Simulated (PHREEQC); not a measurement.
Make-up at 40 °C: 0.08 mol Na2HPO4 and 0.0018 mol Na3PO4 per kg of water. Closed to the air; pH follows from the charge balance.

Model: ion-association model, phreeqc.dat, run in PHREEQC.

```
quantity            before     after
-----------------  -------  --------
HPO4-2 (mol/kgw)    0.0738   0.00798
NaHPO4- (mol/kgw)  0.00625  0.000139
PO4-3 (mol/kgw)    0.00164   4.70e-5
```

Task: Name the change that produced these shifts.
A. diluted 10-fold with water
B. Na2HPO4 from 0.08 to 0.4 mol/kgw
C. temperature from 40 to 55 °C
D. 0.011 mol/kgw NaCl added
E. diluted 100-fold with water

Result: A, diluted 10-fold with water

Precipitation was switched off in this run. At this temperature some constants are extrapolated from 25 °C, and those without enthalpy data are left unchanged.
